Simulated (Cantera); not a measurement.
A freely propagating, adiabatic, planar premixed flame of H2 : O2 : N2 = 1 : 0.294 : 1.11 (molar parts), unburnt at 300 K and 900 Torr; mixture-averaged transport, grid criteria slope 0.08 and curve 0.16, no radiation.

Cantera simulation using the H2/O2 subset of GRI-Mech 3.0, which has no nitrogen chemistry; the numbers are that mechanism's predictions, not measurements. Burning velocities carry a grid error of a few per cent, more on coarse grids.

### Question
Predict: laminar burning velocity; thermal thickness; peak x(O); peak x(HO2); peak x(H).

### Answer
```
Quantity                     Value
------------------------  --------
laminar burning velocity  315 cm/s
thermal thickness         0.252 mm
peak x(O)                  0.00392
peak x(HO2)               0.000562
peak x(H)                   0.0694
```
